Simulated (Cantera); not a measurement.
Equilibrium for silicon carbide growth: (CH₃)₂SiCl₂ + CH₄ + H₂

A closed system holds: 1 mol (CH₃)₂SiCl₂, 1.9 mol CH₄, 39 mol H₂, at 1.00 bar.

Cantera equilibrium calculation (NASA polynomials, part measured and part estimated; ideal gas, pure solids and liquids). Candidate condensed phases: C, C₆H₆, C₇H₈, C₈H₁₈, Si, SiC; 109 gas species. The feed counts by its element totals alone. The tables' values for SiCl are old estimates; treat these amounts as uncertain. Gases not in the tables: Si₂H₆ and higher silanes. Equilibrium is a limit: real reactors are often held back by kinetics, nucleation or transport.

```json
[
 {"T (K)": "1250", "log p H₂": "-0.02", "log p HCl": "-1.37", "log p H": "-6.33", "log p C₂H₂ (acetylene)": "-6.62", "log p CH₄": "-2.01", "log p Si": "<-12", "log p Cl": "-7.74", "n C(graphite)": "2.45", "n SiC(s)": "0.995"},
 {"T (K)": "1350", "log p H₂": "-0.02", "log p HCl": "-1.37", "log p H": "-5.63", "log p C₂H₂ (acetylene)": "-5.93", "log p CH₄": "-2.28", "log p Si": "<-12", "log p Cl": "-7.06", "n C(graphite)": "2.66", "n SiC(s)": "0.997"},
 {"T (K)": "1450", "log p H₂": "-0.02", "log p HCl": "-1.37", "log p H": "-5.03", "log p C₂H₂ (acetylene)": "-5.33", "log p CH₄": "-2.52", "log p Si": "-10.74", "log p Cl": "-6.47", "n C(graphite)": "2.76", "n SiC(s)": "0.998"},
 {"T (K)": "1550", "log p H₂": "-0.02", "log p HCl": "-1.37", "log p H": "-4.51", "log p C₂H₂ (acetylene)": "-4.81", "log p CH₄": "-2.73", "log p Si": "-9.53", "log p Cl": "-5.96", "n C(graphite)": "2.81", "n SiC(s)": "0.997"},
 {"T (K)": "1650", "log p H₂": "-0.02", "log p HCl": "-1.37", "log p H": "-4.05", "log p C₂H₂ (acetylene)": "-4.36", "log p CH₄": "-2.92", "log p Si": "-8.48", "log p Cl": "-5.51", "n C(graphite)": "2.84", "n SiC(s)": "0.996"},
 {"T (K)": "1750", "log p H₂": "-0.02", "log p HCl": "-1.37", "log p H": "-3.64", "log p C₂H₂ (acetylene)": "-3.96", "log p CH₄": "-3.08", "log p Si": "-7.54", "log p Cl": "-5.11", "n C(graphite)": "2.86", "n SiC(s)": "0.994"},
 {"T (K)": "1850", "log p H₂": "-0.02", "log p HCl": "-1.37", "log p H": "-3.28", "log p C₂H₂ (acetylene)": "-3.60", "log p CH₄": "-3.22", "log p Si": "-6.71", "log p Cl": "-4.75", "n C(graphite)": "2.86", "n SiC(s)": "0.992"},
 {"T (K)": "1950", "log p H₂": "-0.02", "log p HCl": "-1.37", "log p H": "-2.95", "log p C₂H₂ (acetylene)": "-3.28", "log p CH₄": "-3.35", "log p Si": "-5.97", "log p Cl": "-4.43", "n C(graphite)": "2.84", "n SiC(s)": "0.989"},
 {"T (K)": "2050", "log p H₂": "-0.02", "log p HCl": "-1.38", "log p H": "-2.65", "log p C₂H₂ (acetylene)": "-2.99", "log p CH₄": "-3.47", "log p Si": "-5.29", "log p Cl": "-4.14", "n C(graphite)": "2.80", "n SiC(s)": "0.986"},
 {"T (K)": "2150", "log p H₂": "-0.02", "log p HCl": "-1.38", "log p H": "-2.39", "log p C₂H₂ (acetylene)": "-2.73", "log p CH₄": "-3.58", "log p Si": "-4.69", "log p Cl": "-3.88", "n C(graphite)": "2.73", "n SiC(s)": "0.981"},
 {"T (K)": "2250", "log p H₂": "-0.02", "log p HCl": "-1.38", "log p H": "-2.14", "log p C₂H₂ (acetylene)": "-2.50", "log p CH₄": "-3.67", "log p Si": "-4.13", "log p Cl": "-3.64", "n C(graphite)": "2.62", "n SiC(s)": "0.971"},
 {"T (K)": "2350", "log p H₂": "-0.03", "log p HCl": "-1.39", "log p H": "-1.92", "log p C₂H₂ (acetylene)": "-2.29", "log p CH₄": "-3.76", "log p Si": "-3.63", "log p Cl": "-3.42", "n C(graphite)": "2.44", "n SiC(s)": "0.950"},
 {"T (K)": "2450", "log p H₂": "-0.03", "log p HCl": "-1.39", "log p H": "-1.71", "log p C₂H₂ (acetylene)": "-2.09", "log p CH₄": "-3.85", "log p Si": "-3.16", "log p Cl": "-3.22", "n C(graphite)": "2.20", "n SiC(s)": "0.901"},
 {"T (K)": "2550", "log p H₂": "-0.04", "log p HCl": "-1.40", "log p H": "-1.53", "log p C₂H₂ (acetylene)": "-1.92", "log p CH₄": "-3.94", "log p Si": "-2.73", "log p Cl": "-3.04", "n C(graphite)": "1.87", "n SiC(s)": "0.777"}
]
```
log p: log10 of the partial pressure in bar; n: condensed amount in mol.

From 1250 K to 2550 K the condensed part is C(graphite) + SiC(s). The main Si-bearing gas is SiCl₄ at 1250 K and Si at 2550 K. The share of Si in condensed phases is highest at 1450 K (99.8 %) and lowest at 2550 K (77.7 %).
